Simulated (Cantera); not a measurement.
An isothermal, constant-pressure homogeneous reactor starts with H2 : O2 = 0.14 : 1 (molar parts), equivalence ratio 0.070, at 1050 K and 1330 Pa.

Cantera simulation using GRI-Mech 3.0 (53 species, 325 reactions); the numbers are that mechanism's predictions, not measurements. Radical loss at walls, strong at low pressure, is not modelled. The temperature is held fixed by assumption; the heat of reaction is taken as removed at once.

x: mole fraction; the columns are a selection and need not sum to one.

| t (s) | x H2 | x O2 | x H2O2 | x O | x H | x OH | x H2O |
|---|---|---|---|---|---|---|---|
| 1.00e-6 | 0.123 | 0.877 | <1e-12 | <1e-12 | 3.82e-12 | <1e-12 | <1e-12 |
| 7.44e-6 | 0.123 | 0.877 | <1e-12 | <1e-12 | 2.77e-11 | <1e-12 | <1e-12 |
| 5.54e-5 | 0.123 | 0.877 | <1e-12 | 4.58e-11 | 1.87e-10 | 3.46e-11 | 2.03e-11 |
| 0.000412 | 0.123 | 0.877 | <1e-12 | 2.88e-9 | 3.68e-9 | 1.41e-9 | 5.02e-9 |
| 0.00307 | 0.0774 | 0.852 | 3.44e-7 | 0.0130 | 0.0194 | 0.00478 | 0.0333 |
| 0.0228 | (withheld) | 0.859 | (withheld) | (withheld) | (withheld) | (withheld) | 0.127 |
| 0.170 | (withheld) | 0.869 | (withheld) | (withheld) | (withheld) | (withheld) | 0.131 |
| 1.26 | 4.38e-7 | 0.869 | 2.05e-8 | 4.84e-6 | 3.89e-8 | 4.21e-5 | 0.131 |
| 9.41 | 3.25e-8 | 0.869 | 3.27e-9 | 3.90e-7 | 8.85e-10 | 1.19e-5 | 0.131 |
| 70.0 | 3.52e-9 | 0.869 | 4.87e-10 | 4.34e-8 | 3.29e-11 | 3.97e-6 | 0.131 |

Some entries are withheld; supply them.


- 0.0228, x H2: 0.000923
- 0.0228, x H2O2: 2.61e-7
- 0.0228, x O: 0.00839
- 0.0228, x H: 0.00297
- 0.0228, x OH: 0.00183
- 0.170, x H2: 1.44e-5
- 0.170, x H2O2: 1.17e-7
- 0.170, x O: 0.000137
- 0.170, x H: 5.84e-6
- 0.170, x OH: 0.000223
